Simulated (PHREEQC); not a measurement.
## Copper plating or etch bath (model solution)

A solution holds 0.012 mol/kgw Cu(BF4)2, 0.053 mol/kgw H2SO4 and 0.0026 mol/kgw NaCl, at 89 °C. Closed to the air; pH follows from the charge balance.

The numbers come from PHREEQC with the ion-association model, phreeqc.dat.

- pH = 1.37
- ionic strength = 0.0907 mol/kgw
- total alkalinity = -178 meq/kg

| species | molality | activity | log γ |
|---|---|---|---|
| H+ | 0.0531 | 0.0430 | -0.091 |
| HSO4- | 0.0466 | 0.0354 | -0.119 |
| HF | 0.0273 | 0.0279 | 0.009 |
| BF4- | 0.0163 | 0.0124 | -0.119 |
| Cu+2 | 0.0100 | 0.00367 | -0.436 |
| H3BO3 | 0.00650 | 0.00663 | 0.009 |

No solid was allowed to form. Complexes and solids missing from the database can't appear. Constants without temperature data keep their 25 °C values here. Real BF4- forms and hydrolyses slowly; the run takes it at equilibrium.
